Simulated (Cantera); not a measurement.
Thermodynamics of silicon carbide growth, feed Si(CH3)4 + C2H2 + H2

Feed: 1 mol Si(CH3)4, 0.026 mol C2H2, 58 mol H2, held at 3.70 mbar.

Cantera equilibrium calculation (NASA polynomials, part measured and part estimated; ideal gas, pure solids and liquids). Candidate condensed phases: C, C6H6, C7H8, C8H18, Si, SiC; 87 gas species. Gases not in the tables: Si2H6 and higher silanes. Kinetics and transport are ignored.

```json
[
 {"T (K)": "1075", "x H2": "1.000", "x H": "2.41e-7", "x Si": "<1e-12", "x C2H2 (acetylene)": "7.52e-9", "n C(graphite)": "3.04", "n SiC(s)": "1.00"},
 {"T (K)": "1225", "x H2": "1.000", "x H": "5.12e-6", "x Si": "1.83e-12", "x C2H2 (acetylene)": "1.62e-7", "n C(graphite)": "3.05", "n SiC(s)": "1.00"},
 {"T (K)": "1375", "x H2": "1.000", "x H": "5.63e-5", "x Si": "4.75e-10", "x C2H2 (acetylene)": "1.78e-6", "n C(graphite)": "3.05", "n SiC(s)": "1.00"},
 {"T (K)": "1525", "x H2": "1.000", "x H": "0.000389", "x Si": "4.09e-8", "x C2H2 (acetylene)": "1.21e-5", "n C(graphite)": "3.05", "n SiC(s)": "1.000"},
 {"T (K)": "1675", "x H2": "0.998", "x H": "0.00191", "x Si": "1.58e-6", "x C2H2 (acetylene)": "5.80e-5", "n C(graphite)": "3.04", "n SiC(s)": "1.000"},
 {"T (K)": "1825", "x H2": "0.993", "x H": "0.00721", "x Si": "3.31e-5", "x C2H2 (acetylene)": "0.000213", "n C(graphite)": "3.03", "n SiC(s)": "0.998"},
 {"T (K)": "1975", "x H2": "0.977", "x H": "0.0222", "x Si": "0.000436", "x C2H2 (acetylene)": "0.000634", "n C(graphite)": "3.00", "n SiC(s)": "0.968"},
 {"T (K)": "2125", "x H2": "0.936", "x H": "0.0578", "x Si": "0.00397", "x C2H2 (acetylene)": "0.00157", "n C(graphite)": "3.11", "n SiC(s)": "0.685"},
 {"T (K)": "2275", "x H2": "0.854", "x H": "0.129", "x Si": "0.0118", "x C2H2 (acetylene)": "0.00325", "n C(graphite)": "3.36", "n SiC(s)": "0"}
]
```
x: gas mole fraction; n: condensed amount in mol.

From 1075 K to 2125 K the condensed part is C(graphite) + SiC(s). At 2275 K the condensed part is C(graphite).
